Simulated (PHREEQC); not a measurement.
Alkaline etch or developer

Consider water at 25 °C with 15 mmol/kgw TMAH and 0.44 mmol/kgw Na2SiO3. Closed to the air; pH follows from the charge balance.

All values are PHREEQC results (ion-association model, phreeqc.dat), not measurements.

| Quantity | Result |
|---|---|
| pH | 12.13 |
| ionic strength | 0.0159 mol/kgw |
| total alkalinity | 15.9 meq/kg |

```tsv
species	molality	activity	log γ
OH-	0.0154	0.0135	-0.056
(CH3)4N+	0.0150	0.0132	-0.055
Na+	0.000880	0.000778	-0.054
H3SiO4-	0.000388	0.000342	-0.055
H2SiO4-2	5.04e-5	3.11e-5	-0.210
H4SiO4	1.73e-6	1.73e-6	0.002
```

Precipitation was switched off in this run. Complexes and solids missing from the database can't appear. (CH3)4N+ isn't in the database: it is added as a free cation with an ion size of 4 Å.
